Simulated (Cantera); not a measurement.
Input: 1 mol SiH₂Cl₂, 0.0043 mol Cl₂, 100 mol N₂, equilibrated at 1523 K and 0.100 bar.

These are equilibrium values from Cantera (NASA tables, ideal gas, pure condensed phases), not measurements of a reactor. The tables' values for SiCl₃ are old estimates; treat these amounts as uncertain. The numbers say what is thermodynamically allowed, not how fast it happens.

```tsv
species	before	after
N₂	0.981	0.980
HCl	0.0141	0.00931
H₂	0.00280	0.00516
SiCl₂	0.00193	0.00496
SiCl₄	0.000190	7.90e-6
H	3.87e-6	4.22e-5
Cl	1.56e-5	5.90e-5
SiCl₃	0.000350	0.000145
Si₃N₄(s), mol	0.250	0.160
```
Gas species are given as mole fractions.

Which change was made?
(A) Cl₂ from 0.0043 to 0.6 mol
(B) SiH₂Cl₂ replaced by Si₃H₈
(C) temperature from 1523 K to 1725 K
(D) temperature from 1523 K to 1425 K

C, temperature from 1523 K to 1725 K
